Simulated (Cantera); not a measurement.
# Equilibrium for iron carbonyl, mercury and lead vapours: HgO + H₂

Charge: 1 mol HgO, 2.9 mol H₂, held at 627 °C and 0.0240 bar.

Equilibrium computed with Cantera from the NASA thermochemical tables; the gas is ideal and each condensed phase is pure. Candidate condensed phases: H₂O, Hg, HgO; 10 gas species. The numbers say what is thermodynamically allowed, not how fast it happens.

The x(H₂) comes out as 0.487. The x(H₂O) comes out as 0.256. The x(Hg) is 0.256. The gas amount comes out as 3.900 mol and the log10 activity of Hg(l) (absent) is -3.67.
